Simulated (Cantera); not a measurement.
# Thermodynamics of hydrogen reduction and annealing atmospheres, feed Cu₂O + H₂

A closed system holds: 1 mol Cu₂O, 26 mol H₂, held at 1200 K and 73000 Pa.

Method: chemical equilibrium by Gibbs-energy minimisation in Cantera with the NASA 1993 tables (ideal gas, pure condensed phases). Candidate condensed phases: Cu, CuO, Cu(OH)₂, Cu₂O, H₂O; 12 gas species. The numbers say what is thermodynamically allowed, not how fast it happens.

```yaml
x(H₂): 0.962
x(H₂O): 0.0385
n(Cu(s)): 2.00 mol
gas_amount: 26.00 mol
log10 activity of Cu(OH)₂(s) (absent): -12.15
```
